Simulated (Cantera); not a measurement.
Charge: 1 mol SiC, 0.024 mol Si, 4.4 mol H₂, held at 2.80 mbar.

These are equilibrium values from Cantera (NASA tables, ideal gas, pure condensed phases), not measurements of a reactor. Candidate condensed phases: C, C₆H₆, C₇H₈, C₈H₁₈, Si, SiC; 87 gas species. Gases not in the tables: Si₂H₆ and higher silanes. The numbers say what is thermodynamically allowed, not how fast it happens.

Problem. What share of the Si ends up in condensed phases as a function of T (K), at 1973, 2073, 2173, 2273, 2373, 2473, 2573, 2673, 2773?

Solution. 
| T (K) | Si condensed (%) | as |
|---|---|---|
| 1973 | 97.6 | SiC(s) |
| 2073 | 97.3 | SiC(s) |
| 2173 | 94.5 | SiC(s) |
| 2273 | 78.1 | SiC(s) |
| 2373 | 13.0 | SiC(s) |
| 2473 | 0.0 | - |
| 2573 | 0.0 | - |
| 2673 | 0.0 | - |
| 2773 | 0.0 | - |
